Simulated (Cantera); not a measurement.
## Hydrocarbon pyrolysis for carbon deposition

An isothermal, constant-pressure homogeneous reactor starts with 35.7 % C2H6, 64.3 % N2, at 1500 K and 0.0263 atm.

Cantera simulation using GRI-Mech 3.0 (53 species, 325 reactions); the numbers are that mechanism's predictions, not measurements. GRI-Mech 3.0 stops at C3 and has no aromatics, soot or wall deposition, so with more carbon than oxygen in the feed, carbon stays in small species such as C2H2 where larger ones or solid carbon would form. Radical loss at walls, strong at low pressure, is not modelled.

| t (s) | x C2H6 | x H2 | x C2H2 | x C2H | x CH4 |
|---|---|---|---|---|---|
| 2.00e-5 | 0.356 | 1.73e-5 | 2.58e-10 | <1e-12 | 7.41e-5 |
| 9.35e-5 | 0.349 | 0.00164 | 8.49e-7 | 5.16e-12 | 0.00140 |
| 0.000437 | 0.269 | 0.0387 | 0.000936 | 1.06e-8 | 0.0197 |
| 0.00205 | 0.0600 | 0.150 | 0.0277 | 1.20e-7 | 0.0966 |
| 0.00956 | 0.00120 | 0.231 | 0.0956 | 9.91e-8 | 0.117 |
| 0.0447 | 4.15e-5 | 0.266 | 0.135 | 3.00e-8 | 0.111 |
| 0.209 | 1.77e-5 | 0.294 | 0.167 | 2.73e-8 | 0.106 |
| 0.978 | 1.93e-5 | 0.310 | 0.179 | 3.46e-8 | 0.0975 |
| 4.57 | 1.13e-5 | 0.339 | 0.187 | 3.89e-8 | 0.0711 |
| 21.4 | 2.07e-6 | 0.388 | 0.200 | 5.30e-8 | 0.0256 |
| 100 | 1.27e-7 | 0.411 | 0.206 | 6.49e-8 | 0.00494 |
x: mole fraction; the columns are a selection and need not sum to one.

Equilibrium at this temperature and pressure: C2H6 4.52e-8, H2 0.414, C2H2 0.153, C2H 4.84e-8, CH4 0.00235 (gas phase only).
